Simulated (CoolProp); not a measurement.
Dodecamethylcyclohexasiloxane (D6) at several states: density (kg/m³) from the reference equation and from simpler models built on Tc = 645.8 K, pc = 9.614 bar, ω = 0.736; each cubic takes its own stable root.

Values from CoolProp's reference Helmholtz-energy equation of state, Colonna 2008. It is a short technical equation, of lower accuracy than the large ones.

| T (K) | p (bar) | phase | reference | van der Waals | Soave-Redlich-Kwong |
|---|---|---|---|---|---|
| 452.7 | 2.09 | liquid | 793.2 | 454.7 | 732.6 |
| 482 | 0.244 | gas | 2.786 | 2.751 | 2.782 |
| 449.5 | 0.197 | liquid | 796.0 | 2.379 | 734.4 |
| 299.7 | 1.84 | liquid | 967.0 | 533.7 | 838.3 |

At some of these states van der Waals gives the other phase, because its saturation line lies elsewhere.
